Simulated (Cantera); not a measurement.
Silicon carbide growth: SiHCl3 + C2H2 + H2

Input: 1 mol SiHCl3, 0.038 mol C2H2, 20 mol H2, equilibrated at 10.0 mbar.

These are equilibrium values from Cantera (NASA tables, ideal gas, pure condensed phases), not measurements of a reactor. Candidate condensed phases: C, C6H6, C7H8, C8H18, Si, SiC; 109 gas species. Mutual solubility and eutectic melting of coexisting phases are not modelled. The tables' values for SiCl3, SiCl are old estimates; treat these amounts as uncertain. Gases not in the tables: Si2H6 and higher silanes. Kinetics and transport are ignored.

```tsv
T (°C)	x H2	x HCl	x SiCl2	x SiCl4	x SiHCl3	x SiCl3	n Si(s)	n SiC(s)	n Si(l)
877	0.913	0.0619	0.00922	0.00997	0.00299	0.00290	0.377	0.0760	0
952	0.899	0.0764	0.0158	0.00399	0.00146	0.00283	0.395	0.0760	0
1027	0.893	0.0830	0.0206	0.00116	0.000568	0.00200	0.389	0.0760	0
1102	0.891	0.0845	0.0231	0.000307	0.000207	0.00124	0.377	0.0760	0
1177	0.890	0.0842	0.0246	8.63e-5	7.87e-5	0.000762	0.362	0.0760	0
1252	0.890	0.0834	0.0255	2.68e-5	3.23e-5	0.000480	0.349	0.0760	0
1327	0.890	0.0824	0.0263	9.21e-6	1.44e-5	0.000314	0.336	0.0760	0
1402	0.890	0.0815	0.0269	3.47e-6	6.84e-6	0.000212	0.323	0.0760	0
1477	0.888	0.0833	0.0259	1.44e-6	3.40e-6	0.000145	0	0.0760	0.340
```
x: gas mole fraction; n: condensed amount in mol.

From 877 °C to 1402 °C the condensed part is Si(s) + SiC(s). At 1477 °C the condensed part is Si(l) + SiC(s). The main Si-bearing gas is SiCl4 at 877 °C and SiCl2 at 1477 °C. The share of Si in condensed phases is highest at 952 °C (47.1 %) and lowest at 1402 °C (39.9 %).
